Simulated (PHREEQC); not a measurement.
**Silver or lead bath: speciation**

Dissolve 0.32 mmol/kgw PbCl2, 33 mmol/kgw NaCl and 0.1 mmol/kgw Zn(NO3)2 at 25 °C. Closed to the air; pH follows from the charge balance.

The numbers come from PHREEQC with the ion-association model, phreeqc.dat.

Each row changes one thing in this solution. This is a speciation only: nothing precipitates in the calculation.

```tsv
case	pH	Pb+2 (mol/kgw)	PbCl+ (mol/kgw)	PbCl2 (mol/kgw)	PbOH+ (mol/kgw)	Pb2OH+3 (mol/kgw)	SI of Pb(OH)2 (Pb(OH)2)	SI of Halite (NaCl)
as made	5.85	0.000188	0.000126	4.68e-6	1.54e-6	1.28e-8	-0.48	-4.68
diluted 5-fold with water	6.06	5.30e-5	9.99e-6	8.91e-8	9.08e-7	1.53e-9	-0.46	-6.00
diluted 100-fold with water	6.60	2.95e-6	3.63e-8	1.85e-11	2.13e-7	1.53e-11	-0.53	-8.54
0.0012 mol/kgw Na2SO4 added	5.88	0.000174	0.000114	4.18e-6	1.51e-6	1.19e-8	-0.46	-4.65
Zn(NO3)2 left out	5.86	0.000188	0.000126	4.70e-6	1.58e-6	1.31e-8	-0.46	-4.67
diluted 2-fold with water	5.93	0.000113	4.48e-5	9.13e-7	1.26e-6	5.35e-9	-0.47	-5.24
```

Some of these states are supersaturated (in Anglesite, for instance).
